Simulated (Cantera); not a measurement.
Feed: 1 mol Si(CH₃)₄, 0.52 mol C₂H₂, 430 mol H₂, at 1150 K and 150 Torr.

These are equilibrium values from Cantera (NASA tables, ideal gas, pure condensed phases), not measurements of a reactor. Candidate condensed phases: C, C₆H₆, C₇H₈, C₈H₁₈, Si, SiC; 87 gas species. The numbers say what is thermodynamically allowed, not how fast it happens.

Base state: H₂ 0.995, CH₄ 0.00464 (mole fractions); condensed: C(graphite) + SiC(s).

Question: What changes in the equilibrium state with this change: temperature from 1150 K to 1125 K?

Answer: 
```json
[
 {"species": "H₂", "before": "0.995", "after": "0.994"},
 {"species": "CH₄", "before": "0.00464", "after": "0.00570"},
 {"species": "C(graphite), mol", "before": "2.02", "after": "1.56"},
 {"species": "SiC(s), mol", "before": "1.00", "after": "1.00"}
]
```

Question: What changes in the equilibrium state with this change: Si(CH₃)₄ replaced by SiF₄?

Answer: 
| species | before | after |
|---|---|---|
| H₂ | 0.995 | 0.995 |
| CH₄ | 0.00464 | 0.00240 |
| SiF₄ | 0 | 0.00213 |
| HF | 0 | 0.000235 |
| SiHF₃ | 0 | 0.000164 |
| SiF₃ | 0 | 1.43e-5 |
| C(graphite), mol | 2.02 | 0 |
| SiC(s), mol | 1.00 | 0.00472 |
The tables' values for SiF₃ are old estimates; treat these amounts as uncertain.

Question: What changes in the equilibrium state with this change: pressure from 150 Torr to 7.50 Torr?

Answer: 
| species | before | after |
|---|---|---|
| H₂ | 0.995 | 1.000 |
| CH₄ | 0.00464 | 0.000234 |
| C(graphite), mol | 2.02 | 3.94 |
| SiC(s), mol | 1.00 | 1.00 |
